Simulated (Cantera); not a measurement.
An isothermal, constant-pressure homogeneous reactor starts with NO : N2 = 1 : 14 (molar parts), at 1975 K and 1.00 bar.

Model: GRI-Mech 3.0 (53 species, 325 reactions), integrated in Cantera.

One state of this run: x NO = 0.0640; x O = 2.75e-5; x O2 = 0.00130; x N2 = 0.935; x N2O = 1.99e-6; x NO2 = 1.22e-5. x: mole fraction; the columns are a selection and need not sum to one.

Task: Which value of t (s) does it belong to?
A) 0.215
B) 0.0278
C) 5.99e-5
D) 0.000464

Result: A, 0.215
